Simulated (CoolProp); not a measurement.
Vapour pressure (MPa) of the fluoroketone C6F12O (FK-5-1-12): the reference equation beside estimates from Tc = 441.8 K, pc = 1.869 MPa, ω = 0.471. Clausius-Clapeyron is anchored at 282.9 K with a constant enthalpy of vaporisation of 31.28 kJ/mol.

Values from CoolProp's reference Helmholtz-energy equation of state, McLinden 2015.

```csv
T (K),reference,Lee-Kesler,Clausius-Clapeyron,van der Waals,Redlich-Kwong,Peng-Robinson
278.5,0.01640,0.01640,0.01649,0.2146,0.06310,0.01695
282.9,0.02035,0.02034,0.02035,0.2340,0.07342,0.02091
287.3,0.02503,0.02502,0.02494,0.2545,0.08495,0.02561
291.7,0.03056,0.03055,0.03039,0.2761,0.09777,0.03113
296.2,0.03719,0.03718,0.03697,0.2995,0.1123,0.03774
300.6,0.04475,0.04473,0.04452,0.3236,0.1280,0.04525
305,0.05348,0.05347,0.05333,0.3489,0.1452,0.05392
309.4,0.06351,0.06351,0.06356,0.3755,0.1640,0.06388
313.8,0.07497,0.07499,0.07538,0.4034,0.1846,0.07525
318.3,0.08831,0.08835,0.08930,0.4332,0.2074,0.08848
322.7,0.1031,0.1032,0.1049,0.4638,0.2316,0.1031
327.1,0.1197,0.1198,0.1227,0.4957,0.2578,0.1197
331.5,0.1384,0.1385,0.1430,0.5290,0.2860,0.1382
336,0.1597,0.1599,0.1664,0.5645,0.3170,0.1594
```

Absolute difference from the reference over all 14 rows, mean and median: Lee-Kesler 0.0 and 0.0 %, Clausius-Clapeyron 1.2 and 0.6 %, van der Waals 598.5 and 521.8 %, Redlich-Kwong 174.9 and 164.9 %, Peng-Robinson 1.1 and 0.7 %.
